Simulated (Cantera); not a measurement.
What does this Cantera script print?

```python
import numpy as np
import cantera as ct

gas_names = """
    O2 SiO AL2O CO
""".split()
cond_names = """
    Ti(a) Ti(b) Ti(L) Ti4O7(s) Ti4O7(L) Si(cr) Si(L) Li(cr) Li(L) Li2O(s) Li2O(L) AL(cr) AL(L) C(gr)
""".split()


# ... load() reads the species with a 1 bar reference pressure and builds the phases ...
species = {s.name: s for s in load("nasa_gas.yaml", gas_names) + load("nasa_condensed.yaml", cond_names)}
# Each term lists the table entries of one substance; the one whose range holds T is used.
reactions = {
    '1.143 Ti + O2(g) = 0.2857 Ti4O7':
        [(-1.1428571428571428, ['Ti(a)', 'Ti(b)', 'Ti(L)']), (-1, ['O2']), (0.2857142857142857, ['Ti4O7(s)', 'Ti4O7(L)'])],
    '2 Si + O2(g) = 2 SiO(g)':
        [(-2, ['Si(cr)', 'Si(L)']), (-1, ['O2']), (2, ['SiO'])],
    '4 Li + O2(g) = 2 Li2O':
        [(-4, ['Li(cr)', 'Li(L)']), (-1, ['O2']), (2, ['Li2O(s)', 'Li2O(L)'])],
    '4 Al + O2(g) = 2 Al2O(g)':
        [(-4, ['AL(cr)', 'AL(L)']), (-1, ['O2']), (2, ['AL2O'])],
    '2 C + O2(g) = 2 CO(g)':
        [(-2, ['C(gr)']), (-1, ['O2']), (2, ['CO'])],
}


def pick(names, T):
    return next(species[n] for n in names if species[n].thermo.min_temp <= T <= species[n].thermo.max_temp)


results = []
for label, terms in reactions.items():
    print(label)
    print("     T/K   dH/kJ  dS/(J/K)   dG/kJ   log10 K")
    for T in [300, 1823, 1848, 1873, 1898, 1923, 1948, 1973, 1998, 2023, 2048]:
        used = [(nu, pick(names, T)) for nu, names in terms]
        dH = sum(nu * s.thermo.h(T) for nu, s in used) / 1e6
        dS = sum(nu * s.thermo.s(T) for nu, s in used) / 1e3
        dG = dH - T * dS / 1e3
        logK = -dG * 1e6 / (ct.gas_constant * T * np.log(10))
        results.append((label, T, dH, dS, dG, logK, [s.name for _, s in used]))
        print(f"{T:8g} {dH:8.1f} {dS:8.1f} {dG:8.1f} {logK:8.2f}")
```

It prints:

```
1.143 Ti + O2(g) = 0.2857 Ti4O7
     T/K   dH/kJ  dS/(J/K)   dG/kJ   log10 K
     300   -972.7   -183.5   -917.7   159.78
    1823   -958.8   -167.1   -654.1    18.74
    1848   -958.6   -167.0   -649.9    18.37
    1873   -958.4   -166.9   -645.8    18.01
    1898   -958.2   -166.8   -641.6    17.66
    1923   -958.0   -166.7   -637.4    17.31
    1948   -974.5   -175.2   -633.2    16.98
    1973   -909.7   -141.9   -629.6    16.67
    1998   -909.3   -141.8   -626.1    16.37
    2023   -909.0   -141.6   -622.5    16.07
    2048   -908.6   -141.4   -619.0    15.79
2 Si + O2(g) = 2 SiO(g)
     T/K   dH/kJ  dS/(J/K)   dG/kJ   log10 K
     300   -200.9    180.3   -255.0    44.39
    1823   -326.6     93.4   -496.8    14.23
    1848   -327.0     93.1   -499.1    14.11
    1873   -327.5     92.9   -501.4    13.98
    1898   -327.9     92.7   -503.7    13.86
    1923   -328.3     92.4   -506.1    13.75
    1948   -328.8     92.2   -508.4    13.63
    1973   -329.2     92.0   -510.7    13.52
    1998   -329.7     91.8   -513.0    13.41
    2023   -330.1     91.5   -515.3    13.30
    2048   -330.5     91.3   -517.5    13.20
4 Li + O2(g) = 2 Li2O
     T/K   dH/kJ  dS/(J/K)   dG/kJ   log10 K
     300  -1197.4   -245.9  -1123.7   195.64
    1823  -1179.0   -255.7   -712.8    20.42
    1848  -1060.9   -191.6   -706.8    19.98
    1873  -1059.8   -191.1   -702.0    19.58
    1898  -1058.8   -190.5   -697.2    19.19
    1923  -1057.8   -190.0   -692.5    18.81
    1948  -1056.8   -189.5   -687.7    18.44
    1973  -1055.9   -189.0   -683.0    18.08
    1998  -1054.9   -188.5   -678.3    17.73
    2023  -1054.0   -188.0   -673.6    17.39
    2048  -1053.0   -187.6   -668.9    17.06
4 Al + O2(g) = 2 Al2O(g)
     T/K   dH/kJ  dS/(J/K)   dG/kJ   log10 K
     300   -290.4    186.2   -346.3    60.29
    1823   -388.7     80.7   -535.9    15.36
    1848   -389.7     80.2   -537.9    15.20
    1873   -390.8     79.6   -539.9    15.06
    1898   -391.8     79.1   -541.9    14.91
    1923   -392.8     78.6   -543.9    14.77
    1948   -393.8     78.0   -545.8    14.64
    1973   -394.8     77.5   -547.8    14.50
    1998   -395.9     77.0   -549.7    14.37
    2023   -396.9     76.5   -551.6    14.24
    2048   -397.9     76.0   -553.5    14.12
2 C + O2(g) = 2 CO(g)
     T/K   dH/kJ  dS/(J/K)   dG/kJ   log10 K
     300   -221.0    178.8   -274.7    47.82
    1823   -235.1    168.6   -542.4    15.54
    1848   -235.5    168.3   -546.6    15.45
    1873   -235.9    168.1   -550.8    15.36
    1898   -236.3    167.9   -555.0    15.27
    1923   -236.7    167.7   -559.2    15.19
    1948   -237.0    167.5   -563.4    15.11
    1973   -237.4    167.3   -567.6    15.03
    1998   -237.8    167.1   -571.8    14.95
    2023   -238.2    167.0   -576.0    14.87
    2048   -238.6    166.8   -580.1    14.80
```

Cantera with NASA thermochemical tables; ideal gases at 1 bar, condensed phases pure. Condensed species are held in their standard states even where they would react or evaporate.
